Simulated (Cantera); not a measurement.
Mixture: CH3OH : O2 : N2 = 1 : 1.5 : 5.64 (molar parts), equivalence ratio 1.0, at 1350 Torr, adiabatic and at constant volume. Ignition delay is the time to a rise of 400 K.

Cantera simulation using GRI-Mech 3.0 (53 species, 325 reactions); the numbers are that mechanism's predictions, not measurements. GRI-Mech 3.0 was tuned for natural gas; its chemistry of methanol as a main component is partial and can be far from experiment.

Predict: delay at 1275 K; delay at 1425 K; delay at 1575 K; delay at 1725 K; delay at 1875 K; apparent activation energy between 1800 and 1950 K.

delay at 1275 K: 1.74 ms
delay at 1425 K: 0.257 ms
delay at 1575 K: 60.0 µs
delay at 1725 K: 19.2 µs
delay at 1875 K: 7.64 µs
apparent activation energy between 1800 and 1950 K: 160 kJ/mol
